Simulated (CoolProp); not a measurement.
20 sccm (0 °C, 1 atm) of nitrogen bubbles through liquid the fluoroketone C6F12O (FK-5-1-12) at 282 K and leaves saturated at a total pressure of 0.15 MPa (ideal gas phase). Each further row changes one setting.

The numbers come from the reference Helmholtz-energy equation of state, McLinden 2015 in CoolProp.

```json
[
 {"case": "as stated", "vapour pressure (kPa)": "19.5", "mole fraction of vapour": "…", "delivery (mg/min)": "…", "delivery (sccm)": "2.99", "change of delivery for a bath 1 K warmer (%)": "5.7"},
 {"case": "bath temperature 287 K", "vapour pressure (kPa)": "24.7", "mole fraction of vapour": "0.165", "delivery (mg/min)": "…", "delivery (sccm)": "…", "change of delivery for a bath 1 K warmer (%)": "5.7"},
 {"case": "total pressure 0.3 MPa", "vapour pressure (kPa)": "19.5", "mole fraction of vapour": "…", "delivery (mg/min)": "…", "delivery (sccm)": "…", "change of delivery for a bath 1 K warmer (%)": "…"}
]
```

Question: Some entries are withheld; supply them.

Answer: 
- as stated, mole fraction of vapour: 0.130
- as stated, delivery (mg/min): 42.1
- bath temperature 287 K, delivery (mg/min): 55.6
- bath temperature 287 K, delivery (sccm): 3.94
- total pressure 0.3 MPa, mole fraction of vapour: 0.0649
- total pressure 0.3 MPa, delivery (mg/min): 19.6
- total pressure 0.3 MPa, delivery (sccm): 1.39
- total pressure 0.3 MPa, change of delivery for a bath 1 K warmer (%): 5.3
